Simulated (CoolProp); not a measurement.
Vapour-liquid equilibrium of methanol (1) + benzene (2) at 1900 kPa; x and y are mole fractions of (1).

The numbers come from the multi-fluid Helmholtz-energy mixture model, de Reuck 1993 and Thol 2012; pair parameters Bell 2016 in CoolProp.

Give the bubble temperature and the first vapour's composition at x = 0.2, 0.35, 0.8. Is there an azeotrope?

x = 0.2: 181.6 °C, y = 0.453; x = 0.35: 172.7 °C, y = 0.568; x = 0.8: 163.7 °C, y = 0.820. y crosses x between x = 0.8 and 0.95: the model has an azeotrope there.

Pair parameters are fitted to limited data, so mixtures are less certain than the pure fluids.
